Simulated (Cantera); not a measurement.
Input (Python, Cantera) and output of one run.

```python
import numpy as np
import cantera as ct

gas_names = """
    B BH BH2 BH3 BN B2 H H2 N NH NH2 NH3 N2 N2H2 N2H4
""".split()
cond_names = """
    B(b) B(L) BN(s)
""".split()


# ... load() reads the species with a 1 bar reference pressure and builds the phases ...
atoms = {
    'B': {'B': 1},
    'NH3': {'N': 1, 'H': 3},
}
top_T = {'BN(s)': 3200}  # K; cautious upper limits of use, not melting points


# ... equilibrate(T, P, feed) seeds the gas with the atoms and calls Mixture.equilibrate('TP', solver="vcs", rtol=1e-11, max_steps=5000) ...
results = []
feed = {'B': 1, 'NH3': 0.11}  # mol
P = 1000  # Pa
for T in [1975, 2000, 2025, 2050, 2075, 2100, 2125, 2150, 2175, 2200, 2225, 2250, 2275, 2300]:
    mix = equilibrate(T, P, feed)
    results.append((T, P, feed, dict(zip(mix.species_names, mix.species_moles))))

top = {s: max(r[3][s] / sum(r[3][g] for g in gas_names) for r in results) for s in gas_names}
cols = sorted((s for s in top if top[s] > 0.001), key=lambda s: -top[s])[:6]
seen = [c for c in cond_names if any(r[3].get(c, 0) > 1e-12 for r in results)]
print("log10 of partial pressures in bar; condensed amounts in mol")
print(f"{'T/K':>10s}" + "".join(f"{s[:9]:>10s}" for s in cols + seen))
for T, P, feed, n in results:
    ng = sum(n[g] for g in gas_names)
    print(f"{T:10.4g}" + "".join(f"{np.log10(max(n[s] / ng * P / 1e5, 1e-99)):10.3f}" for s in cols)
          + "".join(f"{n.get(c, 0):10.4g}" for c in seen))
```

It prints:

```
log10 of partial pressures in bar; condensed amounts in mol
       T/K        H2        N2         H       BH2         B      B(b)     BN(s)
      1975    -2.010    -4.093    -3.869    -5.403    -7.058    0.8926    0.1073
      2000    -2.012    -3.929    -3.795    -5.342    -6.875    0.8939     0.106
      2025    -2.016    -3.769    -3.724    -5.284    -6.697    0.8957    0.1042
      2050    -2.021    -3.613    -3.655    -5.229    -6.523    0.8982    0.1017
      2075    -2.027    -3.461    -3.588    -5.177    -6.353    0.9019   0.09801
      2100    -2.036    -3.312    -3.524    -5.129    -6.187     0.907   0.09282
      2125    -2.047    -3.167    -3.464    -5.084    -6.026    0.9144   0.08544
      2150    -2.063    -3.025    -3.406    -5.045    -5.868    0.9249   0.07485
      2175    -2.084    -2.887    -3.353    -5.013    -5.714    0.9403   0.05949
      2200    -2.112    -2.752    -3.306    -4.990    -5.563     0.963    0.0367
      2225    -2.152    -2.619    -3.265    -4.979    -5.416     0.998  0.001702
      2250    -2.158    -2.616    -3.208    -4.936    -5.272    0.9996         0
      2275    -2.163    -2.618    -3.153    -4.893    -5.131    0.9995         0
      2300    -2.169    -2.620    -3.099    -4.851    -4.994    0.9994         0
```

These are equilibrium values from Cantera (NASA tables, ideal gas, pure condensed phases), not measurements of a reactor. Mutual solubility and eutectic melting of coexisting phases are not modelled. The tables' values for BH2 are old estimates; treat these amounts as uncertain.
